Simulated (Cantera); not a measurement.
Silicon nitride deposition: SiH4 + N2 + H2

Feed: 1 mol SiH4, 3.1 mol N2, 3.1 mol H2, held at 0.0150 bar.

Method: chemical equilibrium by Gibbs-energy minimisation in Cantera with the NASA 1993 tables (ideal gas, pure condensed phases). Candidate condensed phases: Si, Si3N4; 18 gas species. N2 is the only nitrogen source here; it is nearly inert below about 1500 K, so the nitride shown seldom forms there in practice. The tables' values for SiN are old estimates; treat these amounts as uncertain. Gases not in the tables: Si2H6 and higher silanes. Kinetics and transport are ignored.

| T (°C) | x H2 | x N2 | x H | x Si | x SiH | x Si2N | x SiN | x SiH2 | n Si3N4(s) | n Si(l) |
|---|---|---|---|---|---|---|---|---|---|---|
| 577 | 0.677 | 0.323 | 1.38e-10 | <1e-12 | <1e-12 | <1e-12 | <1e-12 | <1e-12 | 0.333 | 0 |
| 777 | 0.677 | 0.323 | 5.45e-8 | <1e-12 | <1e-12 | <1e-12 | <1e-12 | <1e-12 | 0.333 | 0 |
| 977 | 0.677 | 0.323 | 3.25e-6 | <1e-12 | <1e-12 | <1e-12 | <1e-12 | 1.86e-11 | 0.333 | 0 |
| 1177 | 0.677 | 0.323 | 6.35e-5 | 4.76e-9 | 1.90e-9 | 1.74e-11 | 5.30e-10 | 1.21e-8 | 0.333 | 0 |
| 1377 | 0.676 | 0.323 | 0.000610 | 4.87e-6 | 8.96e-7 | 1.17e-7 | 2.43e-7 | 1.60e-6 | 0.333 | 0 |
| 1577 | 0.619 | 0.377 | 0.00346 | 0.000430 | 4.11e-5 | 1.89e-5 | 1.24e-5 | 2.61e-5 | 0 | 0.995 |
| 1777 | 0.607 | 0.373 | 0.0144 | 0.00515 | 0.000297 | 0.000112 | 8.93e-5 | 8.50e-5 | 0 | 0.950 |
x: gas mole fraction; n: condensed amount in mol.

From 577 °C to 1377 °C the condensed part is Si3N4(s). From 1577 °C to 1777 °C the condensed part is Si(l).
